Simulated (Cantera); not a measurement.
Input: 1 mol Fe(CO)5, a varied amount of N2, held at 4.40 mbar.

Equilibrium computed with Cantera from the NASA thermochemical tables; the gas is ideal and each condensed phase is pure. Candidate condensed phases: C, Fe, Fe(CO)5, FeO, Fe2O3, Fe3O4; 27 gas species. Condensed phases not in the tables: cementite and carbon dissolved in iron. Kinetics and transport are ignored.

### Question
What condenses at these points (T in °C, n(N2) in mol): (852, 47); (702, 39); (677, 51); (652, 35); (777, 51)?

### Answer
| T (°C) | n(N2) in mol | condensed phases | Fe condensed (%) |
|---|---|---|---|
| 852 | 47 | Fe | 100.0 |
| 702 | 39 | C + Fe | 100.0 |
| 677 | 51 | C + Fe | 100.0 |
| 652 | 35 | C + Fe | 100.0 |
| 777 | 51 | Fe | 100.0 |
